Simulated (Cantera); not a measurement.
Formation from one mole of O2

Standard-state values (1 bar) from the NASA 1993 polynomials, evaluated with Cantera. Values are per mole of reaction as written; species without (g) are pure solids or liquids, kept so even where they would boil at 1 bar.

1.143 Ti + O2(g) ⇌ 0.2857 Ti4O7

```csv
T (K),ΔH° (kJ),ΔS° (J/K),ΔG° (kJ),log10 K
300,-972.7,-183.5,-917.7,159.78
425,-972.0,-181.5,-894.9,109.98
475,-971.5,-180.4,-885.8,97.41
525,-970.9,-179.3,-876.8,87.24
575,-970.3,-178.1,-867.9,78.84
625,-969.7,-177.0,-859.0,71.79
675,-969.0,-176.0,-850.2,65.79
```

4 Li + O2(g) ⇌ 2 Li2O

| T (K) | ΔH° (kJ) | ΔS° (J/K) | ΔG° (kJ) | log10 K | condensed phases |
|---|---|---|---|---|---|
| 300 | -1197.4 | -245.9 | -1123.7 | 195.65 | Li(s), Li2O(s) |
| 425 | -1199.3 | -251.2 | -1092.6 | 134.28 | Li(s), Li2O(s) |
| 475 | -1212.1 | -279.3 | -1079.4 | 118.70 | Li(l), Li2O(s) |
| 525 | -1212.7 | -280.5 | -1065.4 | 106.00 | Li(l), Li2O(s) |
| 575 | -1213.0 | -281.1 | -1051.4 | 95.51 | Li(l), Li2O(s) |
| 625 | -1213.1 | -281.3 | -1037.3 | 86.69 | Li(l), Li2O(s) |
| 675 | -1213.0 | -281.2 | -1023.2 | 79.18 | Li(l), Li2O(s) |

Nb + O2(g) ⇌ NbO2(g)

```csv
T (K),ΔH° (kJ),ΔS° (J/K),ΔG° (kJ),log10 K
300,-200.0,31.2,-209.4,36.46
425,-201.1,28.1,-213.1,26.19
475,-201.5,27.3,-214.5,23.58
525,-201.8,26.7,-215.8,21.47
575,-202.1,26.1,-217.1,19.73
625,-202.4,25.6,-218.4,18.25
675,-202.7,25.1,-219.7,17.00
```
